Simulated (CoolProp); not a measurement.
The fluid at 298.15 K and 0.0476 MPa is throttled through a valve to 0.015 MPa with no heat exchange. The same conditions are run with several fluids, on thermodynamics alone (safety and materials aside).

Model: reference Helmholtz-energy equation of state of each fluid (R1336mzz(Z): McLinden 2020; ethane: Bücker 2006; R21: Platzer 1990; R134a: Tillner-Roth 1994; carbon monoxide: Lemmon 2006), in CoolProp. The equations of Platzer and Polt are older, rougher fits.

```csv
fluid,temperature change (K),final density (kg/m³)
R1336mzz(Z),-1.3,___
ethane,-0.4,___
R21,-1.4,___
R134a,___,0.621
carbon monoxide,-0.1,___
```

Question: Fill in the missing entries.

Answer: 
- R1336mzz(Z), final density (kg/m³): 1.01
- ethane, final density (kg/m³): 0.182
- R21, final density (kg/m³): 0.628
- R134a, temperature change (K): -0.7
- carbon monoxide, final density (kg/m³): 0.170
